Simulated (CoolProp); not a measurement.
Computed with CoolProp (reference Helmholtz-energy equation of state, Bücker 2006).

### Question
Give the vapour pressure (bar), liquid density (kg/m³), surface tension (mN/m), liquid conductivity (mW/(m K)) of saturated isobutane at -5.55, 18.85, 104.25 °C.

### Answer
| T (°C) | p (bar) | liquid density (kg/m³) | surface tension (mN/m) | liquid conductivity (mW/(m K)) |
|---|---|---|---|---|
| -5.55 | 1.28 | 587 | 13.5 | 101 |
| 18.85 | 2.92 | 558 | 10.7 | 91.4 |
| 104.25 | 21.5 | 419 | 2.00 | 65.5 |

Thermal conductivity comes from a separate model (Perkins 2002). Surface tension comes from a separate correlation (Mulero 2012).
